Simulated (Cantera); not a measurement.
Input: 1 mol Fe₃O₄, 1.2 mol HCl, at 0.0140 bar.

Equilibrium computed with Cantera from the NASA thermochemical tables; the gas is ideal and each condensed phase is pure. Candidate condensed phases: Fe, FeCl₂, FeCl₃, FeO, Fe(OH)₂, Fe(OH)₃, Fe₂O₃, Fe₃O₄, H₂O; 22 gas species. Mutual solubility and eutectic melting of coexisting phases are not modelled. The numbers say what is thermodynamically allowed, not how fast it happens.

Q: What share of the Fe ends up in condensed phases as a function of T (K), at 1198, 1273, 1348, 1423, 1498, 1573, 1648, 1723?

A: 
| T (K) | Fe condensed (%) | as |
|---|---|---|
| 1198 | 96.9 | Fe₂O₃(s) + Fe₃O₄(s) |
| 1273 | 96.4 | Fe₂O₃(s) + Fe₃O₄(s) |
| 1348 | 95.9 | Fe₂O₃(s) + Fe₃O₄(s) |
| 1423 | 95.0 | Fe₃O₄(s) |
| 1498 | 93.9 | Fe₃O₄(s) |
| 1573 | 92.7 | Fe₃O₄(s) |
| 1648 | 91.6 | Fe₃O₄(s) |
| 1723 | 90.6 | Fe₃O₄(s) |
